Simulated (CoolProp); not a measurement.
A simple Rankine cycle with R1336mzz(Z): condensing at 325.15 K, boiler at 1.62 MPa, turbine inlet 414.3 K, turbine efficiency 0.75, pump efficiency 0.6, no recuperator. Each further row changes one setting.

Values from CoolProp's reference Helmholtz-energy equation of state, McLinden 2020.

```csv
case,thermal efficiency (%),net work (kJ/kg),heat in (kJ/kg),turbine exit temperature (K),volume ratio over the turbine
as stated,?,?,216,?,10.8
turbine inlet 434.3 K,11.0,?,243,387.2,?
condensing temperature 317.15 K,12.1,27.4,226,358.7,14.1
boiler pressure 1.13 MPa,9.7,22.2,?,377.2,?
turbine efficiency 0.65,?,20.6,216,366.4,11.0
```

**Question.** Some entries are withheld; supply them.

**Answer.** 
- as stated, thermal efficiency (%): 11.1
- as stated, net work (kJ/kg): 24.1
- as stated, turbine exit temperature (K): 362.9
- turbine inlet 434.3 K, net work (kJ/kg): 26.9
- turbine inlet 434.3 K, volume ratio over the turbine: 9.87
- boiler pressure 1.13 MPa, heat in (kJ/kg): 229
- boiler pressure 1.13 MPa, volume ratio over the turbine: 6.54
- turbine efficiency 0.65, thermal efficiency (%): 9.5
